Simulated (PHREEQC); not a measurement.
Consider water at 20 °C with 0.11 mol TMAH, 5.6e-07 mol H4SiO4 and 0.00021 mol H3BO3 per kg of water. Closed to the air; pH follows from the charge balance.

Equilibrium calculation in PHREEQC: ion-association model, phreeqc.dat.

Precipitation was switched off in this run.

Predict the pH.

pH 13.09.

In which forms is Si present?

H2SiO4-2 54 %, H3SiO4- 45 % of the Si.

(CH3)4N+ isn't in the database: it is added as a free cation with an ion size of 4 Å.
